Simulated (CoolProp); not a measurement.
A single-stage vapour-compression cycle with R245ca: evaporating at 261.15 K (dew point), condensing at 295.15 K (bubble point), superheat 2 K, subcooling 5 K, compressor efficiency 0.65, no pressure losses. Each further row changes one setting.

Model: reference Helmholtz-energy equation of state, Zhou 2016, in CoolProp.

```json
[
 {"case": "as stated", "cooling COP": "4.56", "pressure ratio": "4.81", "discharge temperature (K)": "312.1", "refrigerating effect (kJ/kg)": "187", "volumetric capacity (kJ/m³)": "215"},
 {"case": "evaporating temperature 266.15 K", "cooling COP": "5.56", "pressure ratio": "3.70", "discharge temperature (K)": "309.2", "refrigerating effect (kJ/kg)": "[?]", "volumetric capacity (kJ/m³)": "281"},
 {"case": "condensing temperature 290.15 K", "cooling COP": "[?]", "pressure ratio": "[?]", "discharge temperature (K)": "305.7", "refrigerating effect (kJ/kg)": "194", "volumetric capacity (kJ/m³)": "223"},
 {"case": "subcooling 10 K", "cooling COP": "4.73", "pressure ratio": "4.81", "discharge temperature (K)": "312.1", "refrigerating effect (kJ/kg)": "194", "volumetric capacity (kJ/m³)": "223"},
 {"case": "superheat 12 K", "cooling COP": "[?]", "pressure ratio": "4.81", "discharge temperature (K)": "322.5", "refrigerating effect (kJ/kg)": "[?]", "volumetric capacity (kJ/m³)": "216"},
 {"case": "compressor efficiency 0.55", "cooling COP": "[?]", "pressure ratio": "4.81", "discharge temperature (K)": "320.0", "refrigerating effect (kJ/kg)": "187", "volumetric capacity (kJ/m³)": "215"}
]
```

Problem. What belongs in the gaps?

Solution. 
- evaporating temperature 266.15 K, refrigerating effect (kJ/kg): 191
- condensing temperature 290.15 K, cooling COP: 5.46
- condensing temperature 290.15 K, pressure ratio: 3.93
- superheat 12 K, cooling COP: 4.59
- superheat 12 K, refrigerating effect (kJ/kg): 196
- compressor efficiency 0.55, cooling COP: 3.86
